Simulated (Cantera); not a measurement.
A Cantera script and its output.

```python
import numpy as np
import cantera as ct

gas = ct.Solution("h2o2.yaml")
gas.TPX = 475, 500000, {'H2': 1, 'O2': 0.227, 'N2': 0.855, 'H2O': 0.26}
flame = ct.FreeFlame(gas, width=0.013)
flame.set_refine_criteria(ratio=3, slope=0.08, curve=0.16)
flame.transport_model = "mixture-averaged"
flame.solve(loglevel=0, auto=True)
z, T = flame.grid, flame.T
thick = (T[-1] - T[0]) / np.gradient(T, z).max()
show = ['H2', 'O2', 'H2O', 'HO2', 'OH', 'H2O2']
print(f"laminar burning velocity  {flame.velocity[0] * 100:.3f} cm/s")
print(f"burnt temperature         {T[-1]:.1f} K")
print(f"thermal thickness         {thick * 1e3:.4f} mm")
print(f"grid points               {len(z)}")
z0 = z[flame.heat_release_rate.argmax()]
print(f"{'z/mm':>9s}{'T/K':>9s}{'u/(m/s)':>9s}" + "".join(f"{s:>11s}" for s in show))
rows = []
for k in (-3, -2, -1.5, -1, -0.5, -0.25, 0, 0.25, 0.5, 1, 2, 4, 8):
    zz = z0 + k * thick
    rows.append([k * thick, np.interp(zz, z, T), np.interp(zz, z, flame.velocity),
                 *(np.interp(zz, z, flame.X[gas.species_index(s)]) for s in show)])
    print(f"{rows[-1][0] * 1e3:9.3f}{rows[-1][1]:9.1f}{rows[-1][2]:9.3f}" + "".join(f"{x:11.3e}" for x in rows[-1][3:]))
```

Output:

```
laminar burning velocity  350.092 cm/s
burnt temperature         1929.2 K
thermal thickness         0.0536 mm
grid points               111
     z/mm      T/K  u/(m/s)         H2         O2        H2O        HO2         OH       H2O2
   -0.161    475.0    3.501  4.269e-01  9.694e-02  1.110e-01  7.038e-09  8.010e-13  8.068e-10
   -0.107    475.4    3.501  4.265e-01  9.701e-02  1.111e-01  1.167e-07  1.502e-11  1.360e-08
   -0.080    476.4    3.504  4.257e-01  9.715e-02  1.113e-01  6.345e-07  9.029e-11  7.487e-08
   -0.054    484.8    3.545  4.216e-01  9.778e-02  1.124e-01  1.153e-05  3.043e-09  1.368e-06
   -0.027    617.0    4.364  3.957e-01  9.814e-02  1.248e-01  7.060e-04  3.180e-05  6.557e-05
   -0.013    918.6    6.320  3.602e-01  8.613e-02  1.606e-01  9.393e-04  4.673e-04  1.210e-04
    0.000   1258.2    8.520  3.172e-01  6.122e-02  2.162e-01  4.241e-04  8.462e-04  4.805e-05
    0.013   1490.8   10.043  2.802e-01  3.423e-02  2.688e-01  1.930e-04  1.360e-03  7.079e-06
    0.027   1622.0   10.908  2.576e-01  1.606e-02  3.029e-01  8.305e-05  1.704e-03  2.341e-06
    0.054   1733.2   11.626  2.438e-01  3.202e-03  3.277e-01  1.541e-05  1.821e-03  9.271e-07
    0.107   1806.7   12.074  2.440e-01  2.532e-04  3.348e-01  1.242e-06  1.536e-03  3.532e-07
    0.215   1858.7   12.379  2.477e-01  2.666e-05  3.369e-01  1.846e-07  1.055e-03  1.463e-07
    0.429   1892.0   12.570  2.504e-01  7.713e-06  3.382e-01  5.967e-08  6.325e-04  5.594e-08
```

Computed with Cantera and the H2/O2 subset of GRI-Mech 3.0, which has no nitrogen chemistry. The hydrogen kinetics of GRI-Mech 3.0 are dated; newer H2 mechanisms differ, most at raised pressure. Burning velocities carry a grid error of a few per cent, more on coarse grids.
